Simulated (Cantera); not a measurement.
# CuO + CO + C (carbothermic reduction)

Input: 1 mol CuO, 3.1 mol CO, 0.38 mol C, held at 0.435 Torr.

Equilibrium computed with Cantera from the NASA thermochemical tables; the gas is ideal and each condensed phase is pure. Candidate condensed phases: C, Cu, CuO, Cu2O; 15 gas species. The numbers say what is thermodynamically allowed, not how fast it happens.

```csv
T (K),x CO,x Cu,x CO2,x O,x O2,x CuO,x Cu2
1948,0.639,0.223,0.138,0.000140,5.78e-5,4.60e-6,3.79e-5
1998,0.639,0.223,0.138,0.000319,0.000136,6.70e-6,2.80e-5
2048,0.639,0.223,0.137,0.000693,0.000303,9.55e-6,2.10e-5
2098,0.640,0.223,0.135,0.00144,0.000642,1.33e-5,1.59e-5
2148,0.641,0.222,0.132,0.00287,0.00128,1.79e-5,1.22e-5
2198,0.644,0.221,0.127,0.00540,0.00238,2.33e-5,9.43e-6
2248,0.647,0.220,0.119,0.00960,0.00402,2.90e-5,7.33e-6
2298,0.653,0.218,0.107,0.0160,0.00612,3.41e-5,5.73e-6
2348,0.659,0.216,0.0925,0.0247,0.00830,3.79e-5,4.50e-6
2398,0.665,0.213,0.0764,0.0356,0.0100,3.96e-5,3.55e-6
2448,0.671,0.210,0.0604,0.0482,0.0108,3.92e-5,2.81e-6
2498,0.675,0.207,0.0459,0.0613,0.0106,3.71e-5,2.25e-6
2548,0.678,0.205,0.0337,0.0741,0.00952,3.36e-5,1.82e-6
2598,0.680,0.202,0.0241,0.0855,0.00796,2.95e-5,1.49e-6
```
x: gas mole fraction; nothing condenses.

From 1948 K to 2598 K nothing is condensed. The main Cu-bearing gas is Cu throughout.
